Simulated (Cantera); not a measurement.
**Equilibrium for abatement and gas-phase synthesis: PH3 + O2 + H2**

Feed: 1 mol PH3, 0.083 mol O2, 1.3 mol H2, at 1975 K and 1.33 mbar.

These are equilibrium values from Cantera (NASA tables, ideal gas, pure condensed phases), not measurements of a reactor. Candidate condensed phases: H2O, P, P4O10; 17 gas species. Gases not in the tables: HPO2, HPO3 and P4O6. Rates play no part.

| Item | Result |
|---|---|
| x(H2) | 0.792 |
| x(P2) | 0.124 |
| x(PO) | 0.0400 |
| x(H) | 0.0333 |
| x(H2O) | 0.00724 |
| x(P) | 0.00329 |
| x(PO2) | 0.000534 |
| x(PH) | 0.000166 |
| x(OH) | 2.90e-5 |
| gas amount | 3.433 mol |
| log10 activity of P(l) (absent) | -2.99 |
